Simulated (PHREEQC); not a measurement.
**Buffer: speciation**

Solution (75 °C): 32 mmol/kgw NaHCO3, 0.074 mmol/kgw Na2SO4 and 4.7 mmol/kgw LiCl. Closed to the air; pH follows from the charge balance.

Equilibrium calculation in PHREEQC: ion-association model, phreeqc.dat.

```json
{
  "pH": "7.79",
  "ionic_strength": "0.0363 mol/kgw",
  "specific_conductance": "7190 µS/cm",
  "total_alkalinity": "32.0 meq/kg"
}
```

| species | molality | activity | log γ |
|---|---|---|---|
| Na+ | 0.0313 | 0.0259 | -0.082 |
| HCO3- | 0.0301 | 0.0250 | -0.080 |
| Cl- | 0.00470 | 0.00385 | -0.087 |
| Li+ | 0.00470 | 0.00393 | -0.078 |
| CO2 | 0.000844 | 0.000851 | 0.004 |
| NaCO3- | 0.000587 | 0.000483 | -0.084 |
| NaHCO3 | 0.000283 | 0.000286 | 0.004 |
| CO3-2 | 0.000241 | 0.000116 | -0.319 |
| SO4-2 | 6.69e-5 | 3.15e-5 | -0.327 |

Precipitation was switched off in this run. Species that the database lacks are ignored. Constants without temperature data keep their 25 °C values here.
